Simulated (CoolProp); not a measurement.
Vapour-liquid equilibrium of o-xylene (1) + n-nonane (2) at 0.415 kPa; x and y are mole fractions of (1).

Computed with CoolProp (multi-fluid Helmholtz-energy mixture model, Zhou 2012 and Lemmon 2006; pair parameters Bell 2016).

```json
[
 {"x": "0.05", "bubble temperature (°C)": "19.0", "y at the bubble point": "0.099", "dew temperature at overall composition x (°C)": "(withheld)", "liquid density (mol/L)": "5.701"},
 {"x": "0.125", "bubble temperature (°C)": "17.9", "y at the bubble point": "0.225", "dew temperature at overall composition x (°C)": "18.8", "liquid density (mol/L)": "5.859"},
 {"x": "0.2", "bubble temperature (°C)": "17.0", "y at the bubble point": "0.331", "dew temperature at overall composition x (°C)": "18.1", "liquid density (mol/L)": "6.023"},
 {"x": "0.275", "bubble temperature (°C)": "(withheld)", "y at the bubble point": "0.420", "dew temperature at overall composition x (°C)": "17.5", "liquid density (mol/L)": "6.194"},
 {"x": "0.35", "bubble temperature (°C)": "15.5", "y at the bubble point": "0.497", "dew temperature at overall composition x (°C)": "16.8", "liquid density (mol/L)": "6.372"},
 {"x": "0.425", "bubble temperature (°C)": "14.9", "y at the bubble point": "0.565", "dew temperature at overall composition x (°C)": "16.1", "liquid density (mol/L)": "6.559"},
 {"x": "0.5", "bubble temperature (°C)": "14.4", "y at the bubble point": "(withheld)", "dew temperature at overall composition x (°C)": "15.5", "liquid density (mol/L)": "6.755"},
 {"x": "0.575", "bubble temperature (°C)": "13.9", "y at the bubble point": "(withheld)", "dew temperature at overall composition x (°C)": "14.8", "liquid density (mol/L)": "6.960"},
 {"x": "0.65", "bubble temperature (°C)": "13.6", "y at the bubble point": "0.734", "dew temperature at overall composition x (°C)": "14.2", "liquid density (mol/L)": "7.176"},
 {"x": "0.725", "bubble temperature (°C)": "13.3", "y at the bubble point": "0.786", "dew temperature at overall composition x (°C)": "13.6", "liquid density (mol/L)": "7.403"},
 {"x": "0.8", "bubble temperature (°C)": "(withheld)", "y at the bubble point": "0.839", "dew temperature at overall composition x (°C)": "13.2", "liquid density (mol/L)": "7.643"},
 {"x": "0.875", "bubble temperature (°C)": "12.8", "y at the bubble point": "0.895", "dew temperature at overall composition x (°C)": "12.9", "liquid density (mol/L)": "(withheld)"},
 {"x": "0.95", "bubble temperature (°C)": "12.6", "y at the bubble point": "0.955", "dew temperature at overall composition x (°C)": "12.6", "liquid density (mol/L)": "8.163"}
]
```

Question: Some entries are withheld; supply them.

Answer: 
- 0.05, dew temperature at overall composition x (°C): 19.4
- 0.275, bubble temperature (°C): 16.2
- 0.5, y at the bubble point: 0.625
- 0.575, y at the bubble point: 0.681
- 0.8, bubble temperature (°C): 13.0
- 0.875, liquid density (mol/L): 7.895

No azeotrope shows between x = 0.05 and 0.95.

Pair parameters are fitted to limited data, so mixtures are less certain than the pure fluids.
